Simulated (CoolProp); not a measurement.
R1234yf at several states: Z from the reference equation and from simpler models built on Tc = 367.8 K, pc = 3.384 MPa, ω = 0.276; each cubic takes its own stable root.

Values from CoolProp's reference Helmholtz-energy equation of state, Lemmon 2022.

```json
[
 {"T (K)": "278", "p (MPa)": "0.0397", "phase": "gas", "reference": "0.9891", "van der Waals": "0.9932", "Redlich-Kwong": "0.9912", "Soave-Redlich-Kwong": "0.9903"},
 {"T (K)": "187.1", "p (MPa)": "0.0197", "phase": "liquid", "reference": "0.001023", "van der Waals": "0.9919", "Redlich-Kwong": "0.001182", "Soave-Redlich-Kwong": "0.001154"},
 {"T (K)": "151.7", "p (MPa)": "0.0706", "phase": "liquid", "reference": "0.004255", "van der Waals": "0.007372", "Redlich-Kwong": "0.004948", "Soave-Redlich-Kwong": "0.004874"},
 {"T (K)": "254.8", "p (MPa)": "5.97", "phase": "liquid", "reference": "0.2569", "van der Waals": "0.4208", "Redlich-Kwong": "0.2953", "Soave-Redlich-Kwong": "0.2855"}
]
```

At some of these states van der Waals gives the other phase, because its saturation line lies elsewhere.
